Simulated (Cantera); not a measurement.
Equilibrium for roasting and sulfation: MgCO₃ + SO₂ + H₂O

A closed system holds: 1 mol MgCO₃, 2.1 mol SO₂, 0.23 mol H₂O, at 13000 Pa.

These are equilibrium values from Cantera (NASA tables, ideal gas, pure condensed phases), not measurements of a reactor. Candidate condensed phases: C, C₆H₆, C₇H₈, C₈H₁₈, H₂O, H₂SO₄, Mg, MgCO₃, MgO, Mg(OH)₂, MgS, MgSO₄, S; 130 gas species. Gases not in the tables: S₃ to S₇. Equilibrium is a limit: real reactors are often held back by kinetics, nucleation or transport.

```json
[
 {"T (K)": "775", "log p SO₂": "-1.12", "log p CO₂": "-1.37", "log p H₂O": "-2.02", "log p S₂": "-2.71", "log p H₂S": "-3.53", "log p S₂O": "-3.77", "log p CO": "-5.71", "log p SO₃": "-9.54", "n MgO(s)": "0.782", "n MgSO₄(s)": "0.218"},
 {"T (K)": "875", "log p SO₂": "-1.09", "log p CO₂": "-1.41", "log p H₂O": "-2.05", "log p S₂": "-8.61", "log p H₂S": "-8.18", "log p S₂O": "-8.21", "log p CO": "-6.46", "log p SO₃": "-7.37", "n MgO(s)": "1.000", "n MgSO₄(s)": "0"},
 {"T (K)": "975", "log p SO₂": "-1.09", "log p CO₂": "-1.41", "log p H₂O": "-2.05", "log p S₂": "-10.99", "log p H₂S": "-10.10", "log p S₂O": "-10.02", "log p CO": "-6.43", "log p SO₃": "-6.27", "n MgO(s)": "1.00", "n MgSO₄(s)": "0"},
 {"T (K)": "1075", "log p SO₂": "-1.09", "log p CO₂": "-1.41", "log p H₂O": "-2.05", "log p S₂": "-11.11", "log p H₂S": "-10.31", "log p S₂O": "-10.12", "log p CO": "-5.95", "log p SO₃": "-5.83", "n MgO(s)": "1.00", "n MgSO₄(s)": "0"},
 {"T (K)": "1175", "log p SO₂": "-1.09", "log p CO₂": "-1.41", "log p H₂O": "-2.05", "log p S₂": "-11.21", "log p H₂S": "-10.47", "log p S₂O": "-10.21", "log p CO": "-5.56", "log p SO₃": "-5.46", "n MgO(s)": "1.00", "n MgSO₄(s)": "0"},
 {"T (K)": "1275", "log p SO₂": "-1.09", "log p CO₂": "-1.41", "log p H₂O": "-2.05", "log p S₂": "-11.23", "log p H₂S": "-10.57", "log p S₂O": "-10.25", "log p CO": "-5.21", "log p SO₃": "-5.16", "n MgO(s)": "1.00", "n MgSO₄(s)": "0"},
 {"T (K)": "1375", "log p SO₂": "-1.09", "log p CO₂": "-1.41", "log p H₂O": "-2.05", "log p S₂": "-11.00", "log p H₂S": "-10.46", "log p S₂O": "-10.08", "log p CO": "-4.85", "log p SO₃": "-4.96", "n MgO(s)": "1.00", "n MgSO₄(s)": "0"}
]
```
log p: log10 of the partial pressure in bar; n: condensed amount in mol.

At 775 K the condensed part is MgO(s) + MgSO₄(s). From 875 K to 1375 K the condensed part is MgO(s).
